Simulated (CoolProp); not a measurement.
R404A at 293.15 K and 1.97 MPa is throttled through a valve to 1.02 MPa with no heat exchange. Each further row changes one setting.

The numbers come from the reference Helmholtz-energy equation of state, Lemmon 2003 in CoolProp. It is a pseudo-pure fit of the blend.

```tsv
case	temperature change (K)	final phase	final density (kg/m³)
as stated	-2.6	two-phase, vapour fraction 0.025	728
outlet pressure 0.306 MPa	-39.9	two-phase, vapour fraction 0.305	50.0
outlet pressure 1.33 MPa	-0.1	liquid	1070
```
